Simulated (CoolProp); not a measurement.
Carbon dioxide along the isotherm 221.6 K: density (kg/m³) from the reference equation and from simpler models built on Tc = 304.1 K, pc = 7.377 MPa, ω = 0.224; each cubic takes its own stable root.

The numbers come from the reference Helmholtz-energy equation of state, Span 1996 in CoolProp.

| p (MPa) | phase | reference |
|---|---|---|
| 0.0117 | gas | 0.2799 |
| 0.0197 | gas | 0.4718 |
| 0.0332 | gas | 0.7965 |
| 0.0561 | gas | 1.350 |
| 0.0946 | gas | 2.289 |
| 0.16 | gas | 3.906 |
| 0.269 | gas | 6.671 |
| 0.455 | gas | 11.61 |
| 0.767 | liquid | 1161 |
| 1.3 | liquid | 1162 |
| 2.19 | liquid | 1164 |
| 3.69 | liquid | 1167 |

Q: How far does each simpler model (Redlich-Kwong, Peng-Robinson) lie from the reference over these 12 states: mean and median of the absolute difference, and the worst?

A: 
- Redlich-Kwong: mean 11.2 %, median 0.5 %, worst -98.3 % at 221.6 K and 0.767 MPa
- Peng-Robinson: mean 1.5 %, median 0.1 %, worst +4.5 % at 221.6 K and 3.69 MPa

At some of these states Redlich-Kwong gives the other phase, because its saturation line lies elsewhere.
